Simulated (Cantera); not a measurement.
A closed system holds: 1 mol SiC, 0.05 mol H2O, 4.8 mol N2, held at 2198.15 K and 4.60 Pa.

These are equilibrium values from Cantera (NASA tables, ideal gas, pure condensed phases), not measurements of a reactor. Candidate condensed phases: C, C6H6, C7H8, C8H18, H2O, Si, SiC, SiO2, Si2N2O, Si3N4; 151 gas species. The tables' values for SiN are old estimates; treat these amounts as uncertain. The numbers say what is thermodynamically allowed, not how fast it happens.

Base state: N2 0.807, Si 0.151, H 0.0156, SiC2 0.0144, CO 0.00840, Si2C 0.00157, CN 0.000785, HCN 0.000510 (mole fractions); condensed: C(graphite).

**Question.** What changes in the equilibrium state with this change: SiC replaced by Si?

**Answer.** 
| species | before | after |
|---|---|---|
| N2 | 0.807 | 0.814 |
| Si | 0.151 | 0.161 |
| H | 0.0156 | 0.0162 |
| SiC2 | 0.0144 | 0 |
| SiO | 2.13e-5 | 0.00848 |
| CO | 0.00840 | 0 |
| Si2C | 0.00157 | 0 |
| CN | 0.000785 | 0 |
| C(graphite), mol | 0.761 | 0 |
